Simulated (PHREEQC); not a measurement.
Synthetic water in mg/kgw, 75 °C, pH 5.87, pe 12:

```tsv
constituent	mg/kgw
Na	4.34
K	2.39
Ca	4.67
Mg	0.226
Cl	9.97
S(6) as SO4	2.29
Alkalinity as HCO3	11.7
Br	0.816
```

Cl is adjusted to close the charge balance.
Valence states are taken as typed.

The numbers come from PHREEQC with the ion-association model, wateq4f.dat.

```yaml
ionic_strength: 0.000649 mol/kgw
activity_of_water: 0.993
```

```
species  molality  activity   log γ
-------  --------  --------  ------
O2          0.383     0.383   0.000
CO2      0.000532  0.000532   0.000
Cl-      0.000252  0.000244  -0.014
HCO3-    0.000192  0.000187  -0.014
Na+      0.000189  0.000183  -0.014
Ca+2     0.000116  0.000102  -0.055
K+        6.11e-5   5.92e-5  -0.014
SO4-2     2.31e-5   2.03e-5  -0.055
Br-       1.02e-5   9.89e-6  -0.014
Mg+2      9.15e-6   8.07e-6  -0.055
H+        1.39e-6   1.35e-6  -0.013
CaSO4     6.15e-7   6.15e-7   0.000
```

This is a speciation only: nothing precipitates in the calculation. Constants without temperature data keep their 25 °C values here.
